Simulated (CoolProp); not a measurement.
Properties of n-perfluorohexane at several states (Tc = 448.0 K, pc = 1.742 MPa, ω = 0.497).

Computed with CoolProp (reference Helmholtz-energy equation of state, Gao 2022).

```
T (K)  p (MPa)   phase        Z  Joule-Thomson coefficient (K/MPa)  fugacity coefficient
-----  -------  ------  -------  ---------------------------------  --------------------
355.3     8.68  liquid   0.6371                            -0.2109               0.04302
222.7    0.366  liquid  0.03540                            -0.3834             0.0006775
367.3   0.0188     gas   0.9924                              13.84                0.9925
```
